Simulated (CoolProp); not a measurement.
R21 along the isobar 2.39 bar: density (kg/m³) from the reference equation and from simpler models built on Tc = 179.6 °C, pc = 52.89 bar, ω = 0.206; each cubic takes its own stable root.

Computed with CoolProp (reference Helmholtz-energy equation of state, Platzer 1990). This equation is an older, rougher fit; its heat capacities, sound speeds and derivatives of the liquid may be far off and weren't checked against measurements.

```tsv
T (°C)	phase	reference
-48.85	liquid	1531
-34.05	liquid	1500
-19.25	liquid	1468
-4.45	liquid	1436
10.35	liquid	1402
25.25	liquid	1367
40.05	gas	10.04
54.85	gas	9.492
69.65	gas	9.010
84.45	gas	8.583
99.25	gas	8.199
114.05	gas	7.853
```

How far does each simpler model (van der Waals, Redlich-Kwong, Soave-Redlich-Kwong, Peng-Robinson) lie from the reference over these 12 states: mean and median of the absolute difference, and the worst?


- van der Waals: mean 40.2 %, median 20.3 %, worst -99.2 % at 25.25 °C and 2.39 bar
- Redlich-Kwong: mean 12.0 %, median 4.7 %, worst -99.2 % at 25.25 °C and 2.39 bar
- Soave-Redlich-Kwong: mean 3.4 %, median 3.6 %, worst -6.5 % at -48.85 °C and 2.39 bar
- Peng-Robinson: mean 3.1 %, median 3.1 %, worst +6.1 % at 10.35 °C and 2.39 bar

At some of these states van der Waals, Redlich-Kwong gives the other phase, because its saturation line lies elsewhere.
